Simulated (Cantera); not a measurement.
Feed: 1 mol CH₂F₂, 0.021 mol CH₄, at 1648 K and 1000 Pa.

Cantera equilibrium calculation (NASA polynomials, part measured and part estimated; ideal gas, pure solids and liquids). Candidate condensed phases: C, C₆H₆, C₇H₈, C₈H₁₈; 95 gas species. Kinetics and transport are ignored.

Base state: HF 0.979, H₂ 0.0205, H 0.000128 (mole fractions); condensed: C(graphite).

**Question.** What changes in the equilibrium state with this change: temperature from 1648 K to 3475 K?

**Answer.** 
```tsv
species	before	after
H	0.000128	0.323
F	4.42e-7	0.288
HF	0.979	0.229
C	<1e-9	0.0673
C₃	<1e-9	0.0474
CF	<1e-9	0.0208
C₂	<1e-9	0.0196
H₂	0.0205	0.00335
C₂H	<1e-9	0.00147
C₅	<1e-9	0.000219
C(graphite), mol	1.02	0
```

**Question.** What changes in the equilibrium state with this change: temperature from 1648 K to 2550 K?

**Answer.** 
```tsv
species	before	after
HF	0.979	0.953
H	0.000128	0.0297
H₂	0.0205	0.00907
CF	<1e-9	0.000281
C₃	<1e-9	0.000107
C	<1e-9	3.26e-5
C₂H	<1e-9	3.15e-5
CF₂	1.67e-9	4.43e-5
C(graphite), mol	1.02	1.02
```

**Question.** What changes in the equilibrium state with this change: CH₂F₂ replaced by CF₄?

**Answer.** 
```
species             before     after
----------------  --------  --------
CF₄                  <1e-9     0.917
HF                   0.979    0.0789
CF₂                1.67e-9   0.00305
H₂                  0.0205     <1e-9
CF₃                  <1e-9  0.000475
H                 0.000128   7.60e-9
F                  4.42e-7  0.000597
C(graphite), mol      1.02    0.0404
```
Gases not in the tables: C₂F₆ and larger saturated fluorocarbons.
